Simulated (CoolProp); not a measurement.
A single-stage vapour-compression cycle with R114: evaporating at 322.15 K (dew point), condensing at 354.15 K (bubble point), superheat 0 K, subcooling 5 K, compressor efficiency 0.6, no pressure losses. Each further row changes one setting.

Model: reference Helmholtz-energy equation of state, Platzer 1990, in CoolProp. This equation is an older, rougher fit; its heat capacities, sound speeds and derivatives of the liquid may be far off and weren't checked against measurements.

```json
[
 {"case": "as stated", "cooling COP": "5.10", "pressure ratio": "2.19", "discharge temperature (K)": "354.2", "refrigerating effect (kJ/kg)": "89.2", "volumetric capacity (kJ/m³)": "2800"},
 {"case": "evaporating temperature 327.15 K", "cooling COP": "6.32", "pressure ratio": "1.92", "discharge temperature (K)": "354.2", "refrigerating effect (kJ/kg)": "92.1", "volumetric capacity (kJ/m³)": "3300"},
 {"case": "condensing temperature 349.15 K", "cooling COP": "6.28", "pressure ratio": "1.95", "discharge temperature (K)": "349.4", "refrigerating effect (kJ/kg)": "94.7", "volumetric capacity (kJ/m³)": "2970"},
 {"case": "subcooling 10 K", "cooling COP": "5.41", "pressure ratio": "2.19", "discharge temperature (K)": "354.2", "refrigerating effect (kJ/kg)": "94.7", "volumetric capacity (kJ/m³)": "2970"},
 {"case": "superheat 10 K", "cooling COP": "5.22", "pressure ratio": "2.19", "discharge temperature (K)": "364.3", "refrigerating effect (kJ/kg)": "96.9", "volumetric capacity (kJ/m³)": "2910"},
 {"case": "compressor efficiency 0.5", "cooling COP": "4.25", "pressure ratio": "2.19", "discharge temperature (K)": "358.2", "refrigerating effect (kJ/kg)": "89.2", "volumetric capacity (kJ/m³)": "2800"}
]
```

The compression ends wet for: evaporating temperature 327.15 K.
